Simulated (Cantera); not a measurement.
# Thermodynamics of nitride etching, feed BN + H2O + N2 + HF

Charge: 1 mol BN, 4.3 mol H2O, 7.4 mol N2, a varied amount of HF, held at 2123 K and 0.460 bar.

Cantera equilibrium calculation (NASA polynomials, part measured and part estimated; ideal gas, pure solids and liquids). Candidate condensed phases: B, BN, B2O3, B3O3H3, H2O; 62 gas species. The tables' values for BF2 are old estimates; treat these amounts as uncertain. Rates play no part.

```csv
n(HF) (mol),log p HF,log p N2,log p H2O,log p H2,log p BOF,log p HBO2
1.4,-1.51,-0.59,-1.05,-1.31,-1.84,-1.76
4.2,-1.03,-0.67,-1.08,-1.39,-1.70,-2.14
7,-0.84,-0.73,-1.14,-1.46,-1.72,-2.40
9.9,-0.74,-0.79,-1.19,-1.52,-1.76,-2.59
13,-0.67,-0.85,-1.24,-1.57,-1.81,-2.76
16,-0.62,-0.90,-1.28,-1.62,-1.85,-2.90
18,-0.59,-0.93,-1.31,-1.65,-1.88,-2.98
21,-0.56,-0.97,-1.35,-1.69,-1.92,-3.08
24,-0.54,-1.00,-1.38,-1.73,-1.96,-3.18
27,-0.52,-1.04,-1.41,-1.76,-1.99,-3.27
30,-0.51,-1.07,-1.44,-1.79,-2.03,-3.35
```
log p: log10 of the partial pressure in bar; nothing condenses.

From 1.4 mol HF to 30 mol HF nothing is condensed. The main B-bearing gas is HBO2 at 1.4 mol HF and BOF at 30 mol HF.
